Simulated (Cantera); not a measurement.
Input (Python, Cantera):

```python
import numpy as np
import cantera as ct

surf = ct.Interface("diamond.yaml", "diamond_100")
gas, bulk = surf.adjacent["gas"], surf.adjacent["diamond"]
k = surf.kinetics_species_index(bulk.species_names[0])
cover = ["c6HH", "c6H*", "c6*H", "c6**", "c6HM", "c6B"]

rows, drift = [], 0.0
print(f"{'T':>10s}{'um/h':>11s}" + "".join(f"{s:>11s}" for s in cover))
for v in [950, 1000, 1050, 1100, 1150, 1200, 1250, 1300, 1350, 1400]:
    T, P, xH, xCH3 = v, 20000, 0.037, 1.4e-05
    gas.TPX = T, P, {"H": xH, "CH3": xCH3, "CH4": 0.0067, "H2": 1 - xH - xCH3 - 0.0067}
    surf.TP = bulk.TP = T, P
    surf.coverages = "c6H*:0.1, c6HH:0.9"
    surf.advance_coverages(100.0)
    before = surf.coverages
    surf.advance_coverages(100.0)
    drift = max(drift, np.max(np.abs(surf.coverages - before) / (surf.coverages + 1e-9)))
    rate = surf.net_production_rates[k] * bulk.mean_molecular_weight / bulk.density * 3.6e9
    rows.append([rate, *surf[cover].coverages])
    print(f"{v:10.4g}{rate:11.4e}" + "".join(f"{x:11.3e}" for x in rows[-1][1:]))
```

Result:

```
         T       um/h       c6HH       c6H*       c6*H       c6**       c6HM        c6B
       950 1.1771e+00  6.430e-01  1.559e-02  3.342e-01  6.911e-03  2.577e-04  3.194e-09
      1000 1.5034e+00  5.963e-01  1.985e-02  3.736e-01  1.004e-02  2.085e-04  4.080e-09
      1050 1.8583e+00  5.520e-01  2.452e-02  4.092e-01  1.402e-02  1.702e-04  5.043e-09
      1100 2.2272e+00  5.107e-01  2.951e-02  4.407e-01  1.890e-02  1.395e-04  6.044e-09
      1150 2.5800e+00  4.725e-01  3.473e-02  4.679e-01  2.471e-02  1.140e-04  7.001e-09
      1200 2.8568e+00  4.373e-01  4.008e-02  4.910e-01  3.147e-02  9.123e-05  7.752e-09
      1250 2.9606e+00  4.052e-01  4.547e-02  5.100e-01  3.915e-02  6.949e-05  8.034e-09
      1300 2.8031e+00  3.760e-01  5.085e-02  5.254e-01  4.771e-02  4.844e-05  7.606e-09
      1350 2.4177e+00  3.494e-01  5.613e-02  5.373e-01  5.708e-02  2.999e-05  6.561e-09
      1400 1.9854e+00  3.254e-01  6.127e-02  5.461e-01  6.719e-02  1.655e-05  5.388e-09
```

Computed with Cantera and the Harris–Goodwin 1993 mechanism for the reconstructed diamond (100) surface.
